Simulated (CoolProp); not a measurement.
Methanol at 293.15 K and 0.00876 MPa is compressed adiabatically to 0.059 MPa with isentropic efficiency 0.7. Each further row changes one setting.

Computed with CoolProp (reference Helmholtz-energy equation of state, de Reuck 1993).

```json
[
 {"case": "as stated", "work (kJ/kg)": "243", "final temperature (K)": "447.8", "final density (kg/m³)": "0.510"},
 {"case": "efficiency 1", "work (kJ/kg)": "170", "final temperature (K)": "405.1", "final density (kg/m³)": "0.565"},
 {"case": "efficiency 0.65", "work (kJ/kg)": "262", "final temperature (K)": "458.4", "final density (kg/m³)": "0.498"}
]
```
